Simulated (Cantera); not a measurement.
A freely propagating, adiabatic, planar premixed flame of C₂H₄ : O₂ : N₂ : H₂O = 1 : 3 : 10.8 : 3.9 (molar parts), unburnt at 675 K and 1.40 bar; mixture-averaged transport, grid criteria slope 0.08 and curve 0.16, no radiation.

Detailed kinetics in Cantera: GRI-Mech 3.0 (53 species, 325 reactions). GRI-Mech 3.0 was tuned for natural gas; its chemistry of ethylene as a main component is partial and can be far from experiment. Burning velocities carry a grid error of a few per cent, more on coarse grids.

Problem. Predict: laminar burning velocity; thermal thickness; peak x(H₂O₂); peak x(O); peak x(HCO).

Solution. 
```
Quantity                    Result
------------------------  --------
laminar burning velocity  198 cm/s
thermal thickness         0.241 mm
peak x(H₂O₂)              0.000189
peak x(O)                  0.00331
peak x(HCO)                6.62e-5
```
